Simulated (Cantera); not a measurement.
## N2O furnace oxynitridation

An isothermal, constant-pressure homogeneous reactor starts with 93.6 % N2O, 6.37 % O2, at 1125 K and 101000 Pa.

Model: GRI-Mech 3.0 (53 species, 325 reactions), integrated in Cantera. GRI-Mech 3.0 was tuned for natural gas; its chemistry of N2O as a main component is partial and can be far from experiment. The mechanism lacks the step 2 NO + O2 → 2 NO2, which can matter for NO2 below about 1400 K. The temperature is held fixed by assumption; the heat of reaction is taken as removed at once.

| t (s) | x N2O | x O2 | x NO2 | x NO | x N2 | x O |
|---|---|---|---|---|---|---|
| 0.000700 | 0.936 | 0.0637 | 6.73e-10 | 6.38e-6 | 8.06e-5 | 4.93e-7 |
| 0.00227 | 0.936 | 0.0638 | 7.15e-9 | 2.08e-5 | 0.000262 | 4.93e-7 |
| 0.00736 | 0.935 | 0.0641 | 7.22e-8 | 6.77e-5 | 0.000851 | 4.92e-7 |
| 0.0239 | 0.932 | 0.0649 | 6.71e-7 | 0.000219 | 0.00275 | 4.92e-7 |
| 0.0774 | 0.923 | 0.0676 | 4.96e-6 | 0.000700 | 0.00886 | 4.90e-7 |
| 0.251 | 0.894 | 0.0762 | 2.41e-5 | 0.00220 | 0.0280 | 4.82e-7 |
| 0.814 | 0.808 | 0.101 | 8.15e-5 | 0.00651 | 0.0842 | 4.59e-7 |
| 2.64 | 0.602 | 0.162 | 0.000213 | 0.0163 | 0.220 | 3.92e-7 |
| 8.56 | 0.283 | 0.257 | 0.000386 | 0.0290 | 0.430 | 2.51e-7 |
| 27.8 | 0.0522 | 0.328 | 0.000475 | 0.0336 | 0.585 | 7.02e-8 |
| 90.0 | 0.000801 | 0.345 | 0.000891 | 0.0329 | 0.621 | 3.72e-9 |
x: mole fraction; the columns are a selection and need not sum to one.

Equilibrium at this temperature and pressure: N2O 8.42e-9, O2 0.362, NO2 4.13e-6, NO 0.000126, N2 0.638, O 2.78e-9 (gas phase only).
